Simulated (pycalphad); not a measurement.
CALPHAD calculation (pycalphad, COST 507 light-alloy database (1999)), 1 atm. The data set is of 1999 and partly superseded.

How does the equilibrium phase assembly of Al-4.72Si-0.32Mn (at.%) change on cooling from 1577 °C to 227 °C?


```json
[
 {"T (°C)": "629.8", "phases above": "liquid", "phases below": "fcc + liquid"},
 {"T (°C)": "625.3", "phases above": "fcc + liquid", "phases below": "ALMNSI_ALPHA + fcc + liquid"},
 {"T (°C)": "576.4", "phases above": "ALMNSI_ALPHA + fcc + liquid", "phases below": "ALMNSI_ALPHA + diamond (Si) + fcc"}
]
```
Changes were sought between steps of 25 K, so a narrower field can be missed.

Database names, with the compositions (at.%) that they take in these runs: ALMNSI_ALPHA: Al 70 Mn 17 Si 12.
